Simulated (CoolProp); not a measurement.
The fluid at 337.5 K and 1.55 MPa (gas) is heated at constant pressure to 419.5 K. The same conditions are run with several fluids, on thermodynamics alone (safety and materials aside).

Model: reference Helmholtz-energy equation of state of each fluid (R404A: Lemmon 2003; ammonia: Gao 2020; CF4 (R14): Platzer 1990; R407C: Lemmon 2003; R125: Lemmon 2005), in CoolProp. The equations of Platzer and Polt are older, rougher fits. Blends and air are pseudo-pure fits.

Task: Rank R404A, ammonia, CF4 (R14), R407C, R125 by heat (kJ/kg), highest first.

Result: ammonia (217), R404A (90.9), R407C (88.1), R125 (80.8), CF4 (R14) (67.1)

| fluid | final density (kg/m³) |
|---|---|
| R404A | 47.0 |
| ammonia | 7.93 |
| CF4 (R14) | 39.5 |
| R407C | 41.3 |
| R125 | 57.3 |
